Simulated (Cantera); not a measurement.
An isothermal, constant-pressure homogeneous reactor starts with 30.3 % C2H6, 69.7 % N2, at 1500 K and 0.000240 bar.

Computed with Cantera and GRI-Mech 3.0 (53 species, 325 reactions). GRI-Mech 3.0 stops at C3 and has no aromatics, soot or wall deposition, so with more carbon than oxygen in the feed, carbon stays in small species such as C2H2 where larger ones or solid carbon would form. Radical loss at walls, strong at low pressure, is not modelled.

One state of this run: x C2H6 = 0.238; x H = 0.000405; x C2H4 = 0.0249; x HCN = 3.64e-8; x CH2 = 1.80e-5; x C2H2 = 0.000311; x H2 = 0.0222. x: mole fraction; the columns are a selection and need not sum to one.

Task: Which value of t (s) does it belong to?
A. 2.62
B. 0.00472
C. 0.540
D. 0.0229

Result: D, 0.0229
